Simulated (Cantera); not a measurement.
# Abatement and gas-phase synthesis: HI + H2

Charge: 1 mol HI, 0.13 mol H2, equilibrated at 18.0 mbar.

These are equilibrium values from Cantera (NASA tables, ideal gas, pure condensed phases), not measurements of a reactor. Candidate condensed phases: I2; 5 gas species. Kinetics and transport are ignored.

```csv
T (K),x HI,x I,x H2,x I2,x H
1025,0.595,0.123,0.226,0.0563,1.54e-8
1100,0.513,0.199,0.246,0.0428,9.55e-8
1175,0.421,0.281,0.269,0.0291,4.73e-7
1250,0.333,0.357,0.291,0.0183,1.95e-6
1325,0.256,0.421,0.312,0.0109,6.81e-6
1400,0.195,0.470,0.329,0.00638,2.08e-5
1475,0.148,0.506,0.343,0.00376,5.66e-5
1550,0.113,0.532,0.353,0.00225,0.000139
1625,0.0872,0.551,0.360,0.00138,0.000316
1700,0.0682,0.565,0.365,0.000874,0.000664
1775,0.0541,0.575,0.369,0.000568,0.00131
```
x: gas mole fraction; nothing condenses.

From 1025 K to 1775 K nothing is condensed.
